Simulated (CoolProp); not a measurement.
Properties of CH2F2 (R32) along the isotherm 161.85 °C.

Model: reference Helmholtz-energy equation of state, Tillner-Roth 1997, in CoolProp.

```json
[
 {"p (kPa)": "183", "phase": "gas", "density (kg/m³)": "2.647", "speed of sound (m/s)": "285.5", "conductivity (mW/(m K))": "26.8"},
 {"p (kPa)": "376", "phase": "gas", "density (kg/m³)": "5.472", "speed of sound (m/s)": "284.5", "conductivity (mW/(m K))": "27.0"},
 {"p (kPa)": "771", "phase": "gas", "density (kg/m³)": "11.36", "speed of sound (m/s)": "282.4", "conductivity (mW/(m K))": "27.6"},
 {"p (kPa)": "1580", "phase": "gas", "density (kg/m³)": "23.90", "speed of sound (m/s)": "278.0", "conductivity (mW/(m K))": "28.7"},
 {"p (kPa)": "3250", "phase": "gas", "density (kg/m³)": "52.07", "speed of sound (m/s)": "269.1", "conductivity (mW/(m K))": "30.9"},
 {"p (kPa)": "6680", "phase": "supercritical", "density (kg/m³)": "122.2", "speed of sound (m/s)": "252.2", "conductivity (mW/(m K))": "36.0"},
 {"p (kPa)": "13700", "phase": "supercritical", "density (kg/m³)": "331.6", "speed of sound (m/s)": "247.3", "conductivity (mW/(m K))": "54.1"},
 {"p (kPa)": "28200", "phase": "supercritical", "density (kg/m³)": "649.0", "speed of sound (m/s)": "387.6", "conductivity (mW/(m K))": "84.3"},
 {"p (kPa)": "57800", "phase": "supercritical", "density (kg/m³)": "849.3", "speed of sound (m/s)": "607.6", "conductivity (mW/(m K))": "111"}
]
```

Thermal conductivity comes from a separate model (Huber 2003), an estimate that may be off by 10 % or more.
